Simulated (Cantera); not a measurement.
Cantera run:

```python
import numpy as np
import cantera as ct

gas_names = """
    CL CL2 H HCL H2 N NH NH2 NH3 N2 N2H2 N2H4 Si SiCL SiCL2 SiCL3 SiCL4 SiH SiHCL3 SiH2 SiH2CL2 SiH3
    SiH3CL SiH4 SiN Si2 Si2N Si3
""".split()
cond_names = """
    NH4CL(a) NH4CL(b) Si(cr) Si(L) Si3N4(a)
""".split()


# ... load() reads the species with a 1 bar reference pressure and builds the phases ...
atoms = {
    'SiH2Cl2': {'Si': 1, 'H': 2, 'CL': 2},
    'N2': {'N': 2},
    'H2': {'H': 2},
}
top_T = {'Si3N4(a)': 2400}  # K; cautious upper limits of use, not melting points


# ... equilibrate(T, P, feed) seeds the gas with the atoms and calls Mixture.equilibrate('TP', solver="vcs", rtol=1e-11, max_steps=5000) ...
results = []
feed = {'SiH2Cl2': 1, 'N2': 17, 'H2': 0.13}  # mol
T = 1700  # K
P = 13332.2  # Pa
mix = equilibrate(T, P, feed)
results.append((T, P, feed, dict(zip(mix.species_names, mix.species_moles))))
x = sorted(zip(gas.X, gas.species_names), reverse=True)
print(f"T = {T:g} K  P = {P:g} Pa  gas = {mix.phase_moles(0):.4g} mol")
print("   x: " + "  ".join(f"{s} {v:.3e}" for v, s in x if v > 1e-05))
print("   condensed (mol): " + ("  ".join(f"{mix.phase(i).name} {mix.phase_moles(i):.4g}"
      for i in range(1, mix.n_phases) if mix.phase_moles(i) > 1e-12) or "none"))
```

Output:

```
T = 1700 K  P = 13332.2 Pa  gas = 18.73 mol
   x: N2 8.876e-01  HCL 5.741e-02  H2 3.157e-02  SiCL2 2.086e-02  SiCL3 1.981e-03  SiCL4 3.704e-04  CL 1.014e-04  H 7.171e-05  SiHCL3 3.941e-05
   condensed (mol): Si3N4(a) 0.1881
```

These are equilibrium values from Cantera (NASA tables, ideal gas, pure condensed phases), not measurements of a reactor. The tables' values for SiCl3 are old estimates; treat these amounts as uncertain.
